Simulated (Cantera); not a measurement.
An isothermal, constant-pressure homogeneous reactor starts with 0.198 % CO, 0.494 % O₂, 0.494 % H₂O, 98.8 % N₂, equivalence ratio 0.20, at 1400 K and 900 Torr.

Computed with Cantera and GRI-Mech 3.0 (53 species, 325 reactions).

x: mole fraction; the columns are a selection and need not sum to one.

| t (s) | x CO | x O₂ | x H₂O | x H | x O |
|---|---|---|---|---|---|
| 8.00e-6 | 0.00198 | 0.00494 | 0.00494 | <1e-12 | 6.87e-11 |
| 2.36e-5 | 0.00198 | 0.00494 | 0.00494 | 2.26e-12 | 1.98e-10 |
| 6.94e-5 | 0.00198 | 0.00494 | 0.00494 | 2.08e-11 | 5.53e-10 |
| 0.000204 | 0.00198 | 0.00494 | 0.00494 | 1.84e-10 | 1.57e-9 |
| 0.000601 | 0.00198 | 0.00494 | 0.00494 | ___ | ___ |
| 0.00177 | 0.00197 | 0.00494 | 0.00494 | 1.48e-7 | 5.12e-7 |
| 0.00521 | 0.000964 | 0.00440 | 0.00475 | 0.000105 | 0.000154 |
| 0.0153 | 8.07e-5 | 0.00398 | 0.00490 | 6.83e-6 | 2.29e-5 |
| 0.0452 | 7.66e-6 | 0.00396 | 0.00494 | 2.90e-7 | 2.75e-6 |
| 0.133 | 7.04e-7 | 0.00395 | 0.00494 | 2.10e-8 | 4.85e-7 |
| 0.392 | 9.23e-8 | 0.00396 | 0.00494 | 2.94e-9 | 1.31e-7 |
| 1.15 | ___ | 0.00396 | 0.00494 | 9.60e-10 | ___ |
| 3.40 | 2.84e-8 | 0.00396 | 0.00494 | 8.08e-10 | 5.47e-8 |
| 10.0 | 2.83e-8 | 0.00396 | 0.00494 | 8.08e-10 | 5.47e-8 |

Task: What belongs in the gaps?

Result: 
- 0.000601, x H: 1.93e-9
- 0.000601, x O: 7.85e-9
- 1.15, x CO: 3.32e-8
- 1.15, x O: 6.16e-8
